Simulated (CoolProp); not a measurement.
Saturation properties of isobutane.

Model: reference Helmholtz-energy equation of state, Bücker 2006, in CoolProp.

```tsv
T (°C)	p (kPa)	vapour Z	liquid viscosity (µPa s)	liquid conductivity (mW/(m K))
-41.65	26.37	0.9844	[?]	116
-30.35	45.87	0.9766	[?]	111
-19.15	75.11	[?]	[?]	106
-7.95	117.3	0.9541	218	[?]
3.35	176.5	0.9387	191	97.3
14.55	255.3	0.9206	169	93.0
25.85	[?]	[?]	[?]	88.9
37.05	491.2	0.8747	133	85.0
```

### Question
Fill in the missing entries.

### Answer

- -41.65, liquid viscosity (µPa s): 335
- -30.35, liquid viscosity (µPa s): 287
- -19.15, vapour Z: 0.9666
- -19.15, liquid viscosity (µPa s): 249
- -7.95, liquid conductivity (mW/(m K)): 102
- 25.85, p (kPa): 359.5
- 25.85, vapour Z: 0.8992
- 25.85, liquid viscosity (µPa s): 150

It boils at -11.7 °C under 1 atm.

Viscosity comes from a separate model (Vogel 2000). Thermal conductivity comes from a separate model (Perkins 2002).
